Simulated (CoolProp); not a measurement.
Vapour-liquid equilibrium of R134a (1) + R236FA (2) at 0.187 bar; x and y are mole fractions of (1).

Computed with CoolProp (multi-fluid Helmholtz-energy mixture model, Tillner-Roth 1994 and Pan 2012; pair parameters Bell 2016).

```
x     bubble temperature (°C)  y at the bubble point  dew temperature at overall composition x (°C)  liquid density (mol/L)
----  -----------------------  ---------------------  ---------------------------------------------  ----------------------
0.05                    -37.8                  0.151                                          -36.5                       ?
0.15                    -41.2                      ?                                          -37.8                   10.72
0.25                    -44.1                  0.541                                          -39.2                   11.09
0.35                    -46.6                  0.660                                              ?                   11.47
0.45                        ?                  0.751                                          -42.4                   11.86
0.55                    -50.8                      ?                                          -44.3                   12.27
0.65                    -52.5                  0.877                                          -46.4                   12.70
0.75                    -54.1                  0.921                                              ?                       ?
0.85                        ?                  0.957                                          -51.6                   13.62
0.95                    -56.9                  0.987                                          -55.2                   14.12
```

Task: Some entries are withheld; supply them.

Result: 
- 0.05, liquid density (mol/L): 10.36
- 0.15, y at the bubble point: 0.379
- 0.35, dew temperature at overall composition x (°C): -40.7
- 0.45, bubble temperature (°C): -48.8
- 0.55, y at the bubble point: 0.821
- 0.75, dew temperature at overall composition x (°C): -48.8
- 0.75, liquid density (mol/L): 13.15
- 0.85, bubble temperature (°C): -55.5

No azeotrope shows between x = 0.05 and 0.95.

Pair parameters are fitted to limited data, so mixtures are less certain than the pure fluids.
